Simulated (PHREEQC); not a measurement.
Make-up at 20 °C: 46 mmol/kgw CdCl2 and 0.34 mmol/kgw FeSO4. Closed to the air; pH follows from the charge balance.

Model: ion-association model, phreeqc.dat, run in PHREEQC.

This is a speciation only: nothing precipitates in the calculation.

### Question
Order these S species by the share of S that they hold, largest first: SO4-2, Cd(SO4)2-2, FeSO4, CdSO4.

### Answer
SO4-2 (60 %), CdSO4 (39 %), FeSO4 (0.59 %), Cd(SO4)2-2 (0.19 %)

The pH is 5.57 and the ionic strength 0.0695 mol/kgw. Complexes and solids missing from the database can't appear.
